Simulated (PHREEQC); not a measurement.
PHREEQC input (Pitzer model, pitzer.dat):

```
SOLUTION 1
  temp 90
  units mol/kgw
  pH 7 charge
  S(6) 0.4018
  Mg 0.0088
  Na 0.086
  K 0.7
END
USE solution 1
INCREMENTAL_REACTIONS false
REACTION 1
  H2O -1
  0 9.886 18.011 24.689 30.178 34.689 38.397 41.444
  43.949 46.007 47.699 49.089 50.232 51.172 51.944 52.578
  53.1 53.528 53.88 54.17 54.408 54.603 54.764 54.896
  55.005 55.094 55.168 55.228 moles
EQUILIBRIUM_PHASES 1
  Arcanite 0 0
  Bloedite 0 0
  Brucite 0 0
  Epsomite 0 0
  Glaserite 0 0
  Hexahydrite 0 0
  Kieserite 0 0
  Leonite 0 0
  Mirabilite 0 0
  Misenite 0 0
  Schoenite 0 0
  Thenardite 0 0
SELECTED_OUTPUT 1
  -reset false
  -pH true
  -pe true
  -ionic_strength true
  -water true
  -activities H2O
  -totals K Mg Na S
  -molalities H+ Na+ K+ Mg+2 SO4-2 OH- HSO4- MgOH+
  -equilibrium_phases Arcanite Bloedite Brucite Epsomite Glaserite Hexahydrite Kieserite Leonite Mirabilite Misenite
    Schoenite Thenardite
PRINT
  -reset false
END
```

Selected output (columns that matter, 16 of 28 rows; water left (kg) added in front):

```
water left (kg)	pH	mu	K	Mg	Na	S	m_H+	m_Na+	m_K+	m_Mg+2	m_SO4-2	la_H2O	Arcanite	Glaserite
1	6.8877	1.2142	0.7	0.0088	0.086	0.4018	3.4292e-07	0.086	0.7	0.0087988	0.40179	-0.0064068	0	0
0.675514	6.9254	1.7974	1.0362	0.013027	0.12731	0.59481	3.355e-07	0.12731	1.0362	0.013025	0.5948	-0.0092111	0	0
0.456313	6.9701	2.6609	1.534	0.019285	0.18847	0.88054	2.955e-07	0.18847	1.534	0.019282	0.88053	-0.013332	0	0
0.375043	6.9977	3.2375	1.8665	0.023464	0.22931	1.0713	2.5634e-07	0.22931	1.8665	0.023461	1.0713	-0.016117	0	0
0.253345	7.0298	4.2476	2.3997	0.034735	0.33946	1.4043	1.886e-07	0.33946	2.3997	0.034731	1.4043	-0.021025	0.046027	0
0.171138	6.9937	4.5936	2.4228	0.051421	0.50252	1.5141	1.8984e-07	0.50252	2.4228	0.051414	1.5141	-0.022416	0.14268	0
0.115613	6.95	5.1051	2.4566	0.076116	0.74386	1.6763	1.8583e-07	0.74386	2.4566	0.076108	1.6763	-0.024467	0.20799	0
0.0780853	6.8989	5.8634	2.5071	0.1127	1.1014	1.9169	1.7143e-07	1.1014	2.5071	0.11269	1.9169	-0.027491	0.25212	0
0.064177	6.8705	6.3716	2.5421	0.13712	1.34	2.0782	1.5838e-07	1.34	2.5421	0.13711	2.0782	-0.029497	0.26843	0
0.0433505	6.8081	7.7582	2.647	0.203	1.9838	2.5184	1.1763e-07	1.9838	2.647	0.20298	2.5184	-0.034831	0.29263	0
0.029298	6.7235	8.4767	2.7122	0.30036	2.138	2.7255	1.1142e-07	2.138	2.7122	0.30034	2.7254	-0.036704	0.27523	0.023362
0.0197856	6.6252	9.165	2.7814	0.44477	2.1426	2.9068	1.0915e-07	2.1426	2.7814	0.44474	2.9067	-0.037835	0.25707	0.043607
0.0133719	6.5151	10.198	2.8924	0.6581	2.1515	3.18	9.4541e-08	2.1515	2.8924	0.65806	3.18	-0.039505	0.24482	0.057231
0.0109938	6.4549	10.901	2.9735	0.80045	2.1595	3.367	8.1249e-08	2.1595	2.9735	0.80041	3.3669	-0.040621	0.24027	0.062259
0.0074266	6.323	12.886	3.2333	1.1849	2.1977	3.9005	4.3971e-08	2.1977	3.2333	1.1849	3.9004	-0.043616	0.23348	0.069678
0.00501246	6.1911	16.388	3.8569	1.7556	2.3872	4.8777	7.4651e-09	2.3872	3.8569	1.7556	4.8776	-0.047379	0.22928	0.074034
```

Species that the database lacks are ignored. Away from 25 °C the constants follow the database's enthalpies or fits; those with neither stay at their 25 °C values.
